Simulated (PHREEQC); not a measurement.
Consider water at 25 °C with 0.0017 mol/kgw HCl, 0.074 mol/kgw CuSO4 and 0.032 mol/kgw MnSO4. Closed to the air; pH follows from the charge balance.

All values are PHREEQC results (ion-association model, phreeqc.dat), not measurements.

| quantity | before | after |
|---|---|---|
| pH | 3.28 | 4.25 |
| ionic strength (mol/kgw) | 0.222 | 0.221 |
| SO4-2 (mol/kgw) | 0.0546 | 0.0551 |
| HSO4- (mol/kgw) | 0.00104 | 0.000115 |

Question: Which change was made?
A) temperature from 25 to 15 °C
B) MnSO4 left out
C) CuSO4 replaced by KHSO4 at the same molality
D) HCl from 0.0017 to 0.00017 mol/kgw
E) CuSO4 left out

Answer: D, HCl from 0.0017 to 0.00017 mol/kgw

No solid was allowed to form.
